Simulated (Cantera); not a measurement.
A perfectly stirred reactor is fed with 29.2 % H2, 14.9 % O2, 56.0 % N2, at 250000 Pa; it is adiabatic with a 325 K inlet, and is followed from long to short residence time, starting on the burning branch (τ in s: 0.23, 0.074, 0.024, 0.0077, 0.0025, 0.00079, 0.00026, 8.2e-05, 2.6e-05).

Model: the H2/O2 subset of GRI-Mech 3.0, which has no nitrogen chemistry, integrated in Cantera. The hydrogen kinetics of GRI-Mech 3.0 are dated; newer H2 mechanisms differ, most at raised pressure.

Problem. Predict: blow-out, bracketed by the residence times tried; x(H2) at τ = 0.230 s; x(O2) at τ = 0.230 s; x(H2O) at τ = 0.230 s; x(O) at τ = 0.230 s; x(H) at τ = 0.230 s; x(H2) at τ = 2.50 ms; x(O2) at τ = 2.50 ms; x(H2O) at τ = 2.50 ms; x(O) at τ = 2.50 ms; x(H) at τ = 2.50 ms.

Solution. 
- blow-out, bracketed by the residence times tried = burning at 26.0 µs, the shortest tried
- x(H2) at τ = 0.230 s = 0.00992
- x(O2) at τ = 0.230 s = 0.00670
- x(H2O) at τ = 0.230 s = 0.325
- x(O) at τ = 0.230 s = 0.000493
- x(H) at τ = 0.230 s = 0.00110
- x(H2) at τ = 2.50 ms = 0.0152
- x(O2) at τ = 2.50 ms = 0.00891
- x(H2O) at τ = 2.50 ms = 0.316
- x(O) at τ = 2.50 ms = 0.000946
- x(H) at τ = 2.50 ms = 0.00241
